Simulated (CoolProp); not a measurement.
Saturation properties of o-xylene.

Computed with CoolProp (reference Helmholtz-energy equation of state, Zhou 2012).

```
T (°C)  p (kPa)  liquid cp (kJ/(kg K))  vapour Z  surface tension (mN/m)  liquid viscosity (µPa s)  vapour viscosity (µPa s)
------  -------  ---------------------  --------  ----------------------  ------------------------  ------------------------
221.55    544.7                  2.486    0.8551                    9.83                       152                      10.8
225.65    586.0                  2.505    0.8479                    9.46                       148                      10.9
229.75    629.7                  2.524    0.8404                    9.10                       145                      11.0
233.85    675.7                  2.543    0.8326                    8.75                       141                      11.1
237.95    724.3                  2.563    0.8245                    8.39                       137                      11.2
242.05    775.4                  2.583    0.8162                    8.04                       134                      11.4
246.25    830.6                  2.605    0.8073                    7.68                       131                      11.5
250.35    887.2                  2.627    0.7984                    7.33                       127                      11.6
254.45    946.7                  2.649    0.7892                    6.99                       124                      11.7
```

It boils at 144.4 °C under 1 atm.

Viscosity comes from a separate model (Cao 2016). Surface tension comes from a separate correlation (Mulero 2014).
